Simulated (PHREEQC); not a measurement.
A solution holds 6.8e-05 mol PbCl2, 3.2e-05 mol NaNO3 and 0.01 mol Cu(NO3)2 per kg of water, at 15 °C. Closed to the air; pH follows from the charge balance.

The numbers come from PHREEQC with the ion-association model, wateq4f.dat.

Precipitation was switched off in this run.

Problem. Predict the pH.

Solution. pH 4.87.

Problem. In which forms is Pb present?

Solution. Pb+2 86 %, PbNO3+ 13 % of the Pb.

Complexes and solids missing from the database can't appear.
